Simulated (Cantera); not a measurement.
Input: 1 mol CCl₄, a varied amount of F₂, held at 2200 K and 133 Pa.

Equilibrium computed with Cantera from the NASA thermochemical tables; the gas is ideal and each condensed phase is pure. Candidate condensed phases: C; 27 gas species. Kinetics and transport are ignored.

Q: At 0.01 mol F₂, list the 5 most abundant gas species with their mole fractions, and the condensed phases.

A: Cl 0.994, F 0.00484, Cl₂ 0.000602, CF 5.49e-5, CF₂ 3.82e-5. Condensed: C(graphite).
